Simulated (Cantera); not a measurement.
A closed system holds: 1 mol FeS2, 0.55 mol H2, 0.54 mol H2O, equilibrated at 1152 °C and 13.3 mbar.

Cantera equilibrium calculation (NASA polynomials, part measured and part estimated; ideal gas, pure solids and liquids). Candidate condensed phases: Fe, FeO, Fe(OH)2, Fe(OH)3, FeS, FeSO4, FeS2, Fe2O3, Fe2(SO4)3, Fe3O4, H2O, H2SO4, S; 22 gas species. FeS: taken at fixed stoichiometry. Rates play no part.

Base state: H2O 0.337, H2 0.284, S2 0.275, H2S 0.0916, SO2 0.00763, SH 0.00331, SO 0.000959, S2O 0.000573 (mole fractions); condensed: FeS(s).

What changes in the equilibrium state with this change: H2 from 0.55 to 100 mol?


```json
[
 {"species": "H2", "before": "0.284", "after": "0.982"},
 {"species": "H2S", "before": "0.0916", "after": "0.0119"},
 {"species": "H2O", "before": "0.337", "after": "0.00537"},
 {"species": "S2", "before": "0.275", "after": "0.000387"},
 {"species": "SO2", "before": "0.00763", "after": "6.07e-9"},
 {"species": "S2O", "before": "0.000573", "after": "3.71e-9"},
 {"species": "SO", "before": "0.000959", "after": "1.66e-7"},
 {"species": "S", "before": "7.40e-5", "after": "2.78e-6"},
 {"species": "FeS(s), mol", "before": "1.000", "after": "0.703"},
 {"species": "Fe(γ), mol", "before": "0", "after": "0.297"}
]
```
Metal and sulfide melt together well below either melting point, which pure phases cannot show. Mutual solubility and eutectic melting of coexisting phases are not modelled.
